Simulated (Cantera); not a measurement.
Moist CO burnout

An isothermal, constant-pressure homogeneous reactor starts with CO : O2 : H2O : N2 = 0.015 : 0.0098 : 0.0003 : 1 (molar parts), at 1075 K and 930000 Pa.

Cantera simulation using GRI-Mech 3.0 (53 species, 325 reactions); the numbers are that mechanism's predictions, not measurements.

```tsv
t (s)	x CO	x O2	x H2O	x H2O2	x NO	x H	x O
0.000400	0.0146	0.00956	0.000293	<1e-12	<1e-12	1.49e-12	9.72e-10
0.00114	0.0146	0.00956	0.000293	<1e-12	<1e-12	3.73e-12	1.07e-9
0.00324	0.0146	0.00956	0.000293	<1e-12	<1e-12	1.04e-11	1.15e-9
0.00924	0.0146	0.00956	0.000293	<1e-12	<1e-12	3.21e-11	1.42e-9
0.0263	0.0146	0.00956	0.000293	1.42e-11	<1e-12	1.25e-10	2.54e-9
0.0750	0.0146	0.00955	0.000293	6.22e-10	<1e-12	8.29e-10	1.09e-8
0.213	0.0143	0.00939	0.000292	6.98e-9	5.26e-12	2.85e-9	3.28e-8
0.608	0.0131	0.00877	0.000291	9.19e-9	8.78e-11	3.25e-9	3.68e-8
1.73	0.00975	0.00712	0.000291	1.10e-8	8.97e-10	3.40e-9	3.88e-8
4.93	0.00417	0.00434	0.000292	8.86e-9	5.41e-9	2.44e-9	3.19e-8
14.0	0.000540	0.00253	0.000294	2.77e-9	1.13e-8	5.85e-10	1.41e-8
40.0	7.49e-6	0.00226	0.000295	3.36e-11	1.51e-8	2.17e-11	1.70e-9
```
x: mole fraction; the columns are a selection and need not sum to one.

Equilibrium at this temperature and pressure: CO 6.67e-11, O2 0.00226, H2O 0.000295, H2O2 <1e-12, NO 7.84e-6, H <1e-12, O 2.06e-11 (gas phase only).
